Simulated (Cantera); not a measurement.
Gas mixture: C₂H₄ : C₂H₆ = 0.69 : 0.85 (molar parts), at 500000 Pa, frozen composition.

Cantera's kinetic-theory transport with the Lennard-Jones parameters of GRI-Mech 3.0, ideal gas; thermal conductivity in the multicomponent form. The composition is frozen, though it would react at the higher temperatures.

One state of this run: ρ (kg/m³) = 1.06; cp (J/kg/K) = 4586; μ (µPa s) = 38.1; λ (mW/m/K) = 233; Pr = 0.750; D (cm²/s) NO = 0.588; D (cm²/s) NH₃ = 0.718; D (cm²/s) C₂H₂ = 0.506. D: mixture-averaged diffusion coefficient of that species in the mixture.

Problem. Which value of T (K) does it belong to?
(A) 1650
(B) 400
(C) 650
(D) 900

Solution. A, 1650
